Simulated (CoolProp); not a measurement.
Vapour-liquid equilibrium of fluoroethane (R161) (1) + R1234yf (2) at 307.4 K; x and y are mole fractions of (1).

Model: multi-fluid Helmholtz-energy mixture model, Wu 2012 and Lemmon 2022; pair parameters Bell 2016, in CoolProp.

Question: Give the bubble pressure and the first vapour's composition at x = 0.2, 0.35, 0.65. Is there an azeotrope?

Answer: x = 0.2: 952.5 kPa, y = 0.247; x = 0.35: 1005 kPa, y = 0.410; x = 0.65: 1098 kPa, y = 0.696. No azeotrope shows between x = 0.05 and 0.95.

The pair parameters rest on a limited set of measurements; away from them the model extrapolates.
